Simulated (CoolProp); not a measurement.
Toluene along the isotherm 275.45 °C: density (kg/m³) from the reference equation and from simpler models built on Tc = 318.6 °C, pc = 41.26 bar, ω = 0.266; each cubic takes its own stable root.

The numbers come from the reference Helmholtz-energy equation of state, Lemmon 2006 in CoolProp. It is a short technical equation, of lower accuracy than the large ones.

```json
[
 {"p (bar)": "5.16", "phase": "gas", "reference": "11.11"},
 {"p (bar)": "10.3", "phase": "gas", "reference": "23.91"},
 {"p (bar)": "15.5", "phase": "gas", "reference": "39.58"},
 {"p (bar)": "20.6", "phase": "gas", "reference": "59.81"},
 {"p (bar)": "25.8", "phase": "liquid", "reference": "551.0"},
 {"p (bar)": "30.9", "phase": "liquid", "reference": "557.7"},
 {"p (bar)": "36.1", "phase": "liquid", "reference": "563.7"},
 {"p (bar)": "41.3", "phase": "liquid", "reference": "569.1"},
 {"p (bar)": "46.4", "phase": "liquid", "reference": "573.9"},
 {"p (bar)": "51.6", "phase": "liquid", "reference": "578.4"},
 {"p (bar)": "56.7", "phase": "liquid", "reference": "582.5"},
 {"p (bar)": "61.9", "phase": "liquid", "reference": "586.4"}
]
```

### Question
How far does each simpler model (Redlich-Kwong, Soave-Redlich-Kwong) lie from the reference over these 12 states: mean and median of the absolute difference, and the worst?

### Answer
- Redlich-Kwong: mean 19.0 %, median 17.5 %, worst -85.1 % at 275.45 °C and 25.8 bar
- Soave-Redlich-Kwong: mean 11.3 %, median 14.7 %, worst -18.2 % at 275.45 °C and 25.8 bar

At some of these states Redlich-Kwong gives the other phase, because its saturation line lies elsewhere.
